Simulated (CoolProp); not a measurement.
The fluid at 293.15 K and 1.72 MPa is compressed adiabatically to 5.83 MPa with isentropic efficiency 0.8. The same conditions are run with several fluids, on thermodynamics alone (safety and materials aside).

Values from CoolProp's reference Helmholtz-energy equation of state of each fluid (C2F6 (R116): Lemmon 2006; nitrogen: Span 2000; ethylene: Smukala 2000; carbon monoxide: Lemmon 2006).

```
fluid            work (kJ/kg)  final temperature (K)  final density (kg/m³)
---------------  ------------  ---------------------  ---------------------
C2F6 (R116)              19.5                  346.4                    ___
nitrogen                  160                  446.7                   43.0
ethylene                  131                  388.9                   58.7
carbon monoxide           160                    ___                    ___
```

Question: Some entries are withheld; supply them.

Answer: 
- C2F6 (R116), final density (kg/m³): 460
- carbon monoxide, final temperature (K): 446.3
- carbon monoxide, final density (kg/m³): 43.1
